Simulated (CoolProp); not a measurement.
Vapour-liquid equilibrium of R134a (1) + R1234ze(E) (2) at 6.07 bar; x and y are mole fractions of (1).

The numbers come from the multi-fluid Helmholtz-energy mixture model, Tillner-Roth 1994 and Thol 2016; pair parameters Bell 2022 in CoolProp.

| x | bubble temperature (°C) | y at the bubble point | dew temperature at overall composition x (°C) | liquid density (mol/L) |
|---|---|---|---|---|
| 0.05 | 30.8 | 0.070 | 31.0 | 10.10 |
| 0.2 | 28.5 | 0.255 | 29.1 | 10.37 |
| 0.35 | 26.7 | 0.414 | 27.4 | 10.65 |
| 0.5 | 25.2 | 0.558 | 25.8 | 10.93 |
| 0.65 | 24.0 | 0.693 | 24.4 | 11.22 |
| 0.8 | 23.0 | 0.825 | 23.2 | 11.52 |
| 0.95 | 22.2 | 0.956 | 22.2 | 11.83 |

No azeotrope shows between x = 0.05 and 0.95.

Pair parameters are fitted to limited data, so mixtures are less certain than the pure fluids.
